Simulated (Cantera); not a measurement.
## NiS + H₂ (hydrogen reduction and annealing atmospheres)

Charge: 1 mol NiS, 680 mol H₂, equilibrated at 11000 Pa.

Cantera equilibrium calculation (NASA polynomials, part measured and part estimated; ideal gas, pure solids and liquids). Candidate condensed phases: Ni, NiS, NiS₂, Ni₃S₂, Ni₃S₄, S; 9 gas species. The numbers say what is thermodynamically allowed, not how fast it happens.

From 625 K to 775 K the condensed part is Ni₃S₂(s). From 925 K to 1675 K the condensed part is Ni(s). From 1825 K to 1975 K the condensed part is Ni(l). At 2125 K nothing is condensed.

```csv
T (K),x H₂,x H,x H₂S,x Ni,x SH,x S,x S₂,x NiS,n Ni₃S₂(s),n Ni(s),n Ni(l)
625,1.000,<1e-12,0.000490,<1e-12,<1e-12,<1e-12,<1e-12,<1e-12,0.333,0,0
775,1.000,2.99e-12,0.000490,<1e-12,2.89e-11,<1e-12,<1e-12,<1e-12,0.333,0,0
925,0.999,7.85e-10,0.00147,<1e-12,5.39e-9,<1e-12,1.86e-10,<1e-12,0,1.00,0
1075,0.999,4.42e-8,0.00147,<1e-12,1.07e-7,8.89e-12,4.84e-9,<1e-12,0,1.00,0
1225,0.999,9.39e-7,0.00147,2.34e-10,1.02e-6,5.93e-10,5.73e-8,4.80e-11,0,1.00,0
1375,0.999,1.03e-5,0.00146,2.17e-8,5.92e-6,1.59e-8,3.95e-7,2.62e-9,0,1.000,0
1525,0.998,7.13e-5,0.00144,8.13e-7,2.41e-5,2.20e-7,1.82e-6,6.35e-8,0,0.999,0
1675,0.998,0.000350,0.00138,1.57e-5,7.40e-5,1.86e-6,6.03e-6,8.30e-7,0,0.989,0
1825,0.997,0.00133,0.00125,0.000173,0.000177,1.04e-5,1.44e-5,6.15e-6,0,0,0.878
1975,0.993,0.00411,0.00102,0.00127,0.000329,3.98e-5,2.39e-5,2.87e-5,0,0,0.115
2125,0.986,0.0109,0.000765,0.00144,0.000503,0.000113,2.98e-5,1.98e-5,0,0,0
```
x: gas mole fraction; n: condensed amount in mol.
